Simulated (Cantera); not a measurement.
Fluorocarbon and chlorocarbon gases: CH3Cl + F2

Charge: 1 mol CH3Cl, 0.18 mol F2, at 2.70 mbar.

Cantera equilibrium calculation (NASA polynomials, part measured and part estimated; ideal gas, pure solids and liquids). Candidate condensed phases: C, C6H6, C7H8, C8H18; 135 gas species. Ions and electrons are included (thermal ionisation). The tables' values for CCl are old estimates; treat these amounts as uncertain. Kinetics and transport are ignored.

From 3000 K to 5000 K nothing is condensed. The main C-bearing gas is C3 at 3000 K and C at 5000 K.

```
T (K)  log p H  log p Cl  log p C  log p HF  log p F  log p C3  log p H2  log p HCl  log p C2
-----  -------  --------  -------  --------  -------  --------  --------  ---------  --------
3000     -2.83     -3.23    -4.38     -3.68    -4.66     -3.76     -4.06      -4.29     -4.67
3500     -2.81     -3.27    -3.48     -4.33    -3.85     -4.40     -5.16      -5.45     -4.39
4000     -2.82     -3.30    -3.31     -5.36    -3.75     -6.38     -6.05      -6.34     -5.19
4500     -2.82     -3.30    -3.30     -6.22    -3.74     -8.30     -6.72      -7.00     -6.06
5000     -2.82     -3.30    -3.30     -6.92    -3.74     -9.86     -7.26      -7.54     -6.77
```
log p: log10 of the partial pressure in bar; nothing condenses.
